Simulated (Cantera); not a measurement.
Input (Python, Cantera) and output of one run.

```python
import numpy as np
import cantera as ct

gas_names = """
    F F2 H HF H2 H2F2 H3F3 H4F4 H5F5 H6F6 H7F7 N NF NF2 NF3 NH NH2 NH3 N2 N2H2 N2H4 Si SiF SiF2 SiF3
    SiF4 SiH SiHF3 SiH2 SiH2F2 SiH3 SiH3F SiH4 SiN Si2 Si2N Si3
""".split()
cond_names = """
    Si(cr) Si(L) Si3N4(a)
""".split()


def load(file, names, dense=False):
    # The tables refer to 1 bar. Condensed volumes are neglected.
    table = {s.name: s for s in ct.Species.list_from_file(file)}
    out = []
    for n in names:
        d = dict(table[n].input_data)
        d["thermo"] = dict(d["thermo"], **{"reference-pressure": 1e5})
        if dense:
            d["equation-of-state"] = {"model": "constant-volume", "density": "1e6 g/cm^3"}
        out.append(ct.Species.from_dict(d))
    return out


gas = ct.Solution(thermo="ideal-gas", species=load("nasa_gas.yaml", gas_names))
cond = {s.name: ct.Solution(thermo="fixed-stoichiometry", species=[s], name=s.name)
        for s in load("nasa_condensed.yaml", cond_names, dense=True)}
atoms = {
    'SiF4': {'Si': 1, 'F': 4},
    'N2': {'N': 2},
    'H2': {'H': 2},
}
top_T = {'Si3N4(a)': 2400}  # K; cautious upper limits of use, not melting points


def equilibrate(T, P, feed):
    n = {}
    for name, mol in feed.items():
        for a, k in atoms[name].items():
            n[a] = n.get(a, 0.0) + k * mol
    gas.TPX = T, P, n
    mass = sum(n.values()) * gas.mean_molecular_weight
    gas.equilibrate("TP")
    valid = [c for c in cond.values() if c.min_temp <= T <= top_T.get(c.name, c.max_temp)]
    mix = ct.Mixture([(gas, mass / gas.mean_molecular_weight)] + [(c, 0.0) for c in valid])
    mix.T, mix.P = T, P
    mix.equilibrate("TP", solver="vcs", rtol=1e-11, max_steps=5000)
    return mix


results = []
feed = {'SiF4': 1, 'N2': 25, 'H2': 20}  # mol
P = 310  # Pa
for T in [800, 850, 900, 950, 1000, 1050, 1100, 1150, 1200, 1250, 1300]:
    mix = equilibrate(T, P, feed)
    results.append((T, P, feed, dict(zip(mix.species_names, mix.species_moles))))

top = {s: max(r[3][s] / sum(r[3][g] for g in gas_names) for r in results) for s in gas_names}
cols = sorted((s for s in top if top[s] > 0.001), key=lambda s: -top[s])[:6]
seen = [c for c in cond_names if any(r[3].get(c, 0) > 1e-12 for r in results)]
print("log10 of partial pressures in bar; condensed amounts in mol")
print(f"{'T/K':>10s}" + "".join(f"{s[:9]:>10s}" for s in cols + seen))
for T, P, feed, n in results:
    ng = sum(n[g] for g in gas_names)
    print(f"{T:10.4g}" + "".join(f"{np.log10(max(n[s] / ng * P / 1e5, 1e-99)):10.3f}" for s in cols)
          + "".join(f"{n.get(c, 0):10.4g}" for c in seen))
```

Result:

```
log10 of partial pressures in bar; condensed amounts in mol
       T/K        N2        H2      SiF4        HF      SiF3  Si3N4(a)
       800    -2.773    -2.870    -4.172    -6.695   -10.102 0.0002297
       850    -2.773    -2.870    -4.172    -6.435    -9.384 0.0004173
       900    -2.773    -2.870    -4.173    -6.205    -8.747 0.0007075
       950    -2.774    -2.871    -4.173    -5.999    -8.178   0.00113
      1000    -2.774    -2.871    -4.175    -5.814    -7.667  0.001714
      1050    -2.774    -2.871    -4.176    -5.648    -7.206  0.002474
      1100    -2.774    -2.871    -4.179    -5.497    -6.788  0.003405
      1150    -2.774    -2.871    -4.182    -5.360    -6.408  0.004454
      1200    -2.774    -2.872    -4.188    -5.235    -6.061  0.005486
      1250    -2.774    -2.872    -4.196    -5.121    -5.746  0.006226
      1300    -2.774    -2.872    -4.210    -5.018    -5.460  0.006172
```

These are equilibrium values from Cantera (NASA tables, ideal gas, pure condensed phases), not measurements of a reactor. N2 is the only nitrogen source here; it is nearly inert below about 1500 K, so the nitride shown seldom forms there in practice. The tables' values for SiF3, SiF2 are old estimates; treat these amounts as uncertain.
